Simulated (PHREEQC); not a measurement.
1 kg of water holding 0.11 mol NaCl, 0.0038 mol KCl, 0.0048 mol CaCl2, 0.14 mol SrCl2 and 0.37 mol MgCl2 is evaporated at 20 °C; the solids stay in contact with the brine. CO2 from the air is kept out. The run lets Bischofite, Brucite, Carnallite, Halite, Portlandite, Sylvite, MgCl2_4H2O precipitate or redissolve, and no other solid.

All values are PHREEQC results (Pitzer model, pitzer.dat), not measurements.

```json
[
 {"water left (kg)": "1", "ionic strength": "1.66", "water activity": "0.970", "Halite (mol)": "0", "Sr in solution (mol/kgw)": "0.140", "Ca in solution (mol/kgw)": "0.00480", "Mg in solution (mol/kgw)": "0.370"},
 {"water left (kg)": "0.8219", "ionic strength": "?", "water activity": "0.962", "Halite (mol)": "0", "Sr in solution (mol/kgw)": "0.170", "Ca in solution (mol/kgw)": "0.00584", "Mg in solution (mol/kgw)": "0.450"},
 {"water left (kg)": "0.6755", "ionic strength": "2.45", "water activity": "0.953", "Halite (mol)": "0", "Sr in solution (mol/kgw)": "0.207", "Ca in solution (mol/kgw)": "0.00711", "Mg in solution (mol/kgw)": "0.548"},
 {"water left (kg)": "0.5552", "ionic strength": "2.99", "water activity": "?", "Halite (mol)": "0", "Sr in solution (mol/kgw)": "0.252", "Ca in solution (mol/kgw)": "0.00865", "Mg in solution (mol/kgw)": "0.666"},
 {"water left (kg)": "0.4563", "ionic strength": "3.63", "water activity": "?", "Halite (mol)": "0", "Sr in solution (mol/kgw)": "0.307", "Ca in solution (mol/kgw)": "0.0105", "Mg in solution (mol/kgw)": "0.811"},
 {"water left (kg)": "0.375", "ionic strength": "4.42", "water activity": "?", "Halite (mol)": "0", "Sr in solution (mol/kgw)": "0.373", "Ca in solution (mol/kgw)": "0.0128", "Mg in solution (mol/kgw)": "0.987"},
 {"water left (kg)": "0.3082", "ionic strength": "?", "water activity": "0.868", "Halite (mol)": "0", "Sr in solution (mol/kgw)": "0.454", "Ca in solution (mol/kgw)": "0.0156", "Mg in solution (mol/kgw)": "1.20"},
 {"water left (kg)": "0.2533", "ionic strength": "6.55", "water activity": "0.825", "Halite (mol)": "0", "Sr in solution (mol/kgw)": "0.553", "Ca in solution (mol/kgw)": "0.0189", "Mg in solution (mol/kgw)": "1.46"},
 {"water left (kg)": "0.2082", "ionic strength": "7.96", "water activity": "0.767", "Halite (mol)": "0", "Sr in solution (mol/kgw)": "0.672", "Ca in solution (mol/kgw)": "0.0231", "Mg in solution (mol/kgw)": "1.78"},
 {"water left (kg)": "0.1711", "ionic strength": "?", "water activity": "0.691", "Halite (mol)": "0", "Sr in solution (mol/kgw)": "0.818", "Ca in solution (mol/kgw)": "0.0280", "Mg in solution (mol/kgw)": "2.16"},
 {"water left (kg)": "0.1407", "ionic strength": "?", "water activity": "0.594", "Halite (mol)": "0", "Sr in solution (mol/kgw)": "0.995", "Ca in solution (mol/kgw)": "0.0341", "Mg in solution (mol/kgw)": "2.63"},
 {"water left (kg)": "0.1156", "ionic strength": "?", "water activity": "0.505", "Halite (mol)": "0.0633", "Sr in solution (mol/kgw)": "1.21", "Ca in solution (mol/kgw)": "0.0415", "Mg in solution (mol/kgw)": "3.20"},
 {"water left (kg)": "0.09502", "ionic strength": "16.4", "water activity": "0.390", "Halite (mol)": "0.0960", "Sr in solution (mol/kgw)": "1.47", "Ca in solution (mol/kgw)": "0.0505", "Mg in solution (mol/kgw)": "3.89"}
]
```

Problem. Some entries are withheld; supply them.

Solution. 
- 0.8219, ionic strength: 2.02
- 0.5552, water activity: 0.940
- 0.4563, water activity: 0.922
- 0.375, water activity: 0.899
- 0.3082, ionic strength: 5.38
- 0.1711, ionic strength: 9.69
- 0.1407, ionic strength: 11.8
- 0.1156, ionic strength: 13.8

Species that the database lacks are ignored.
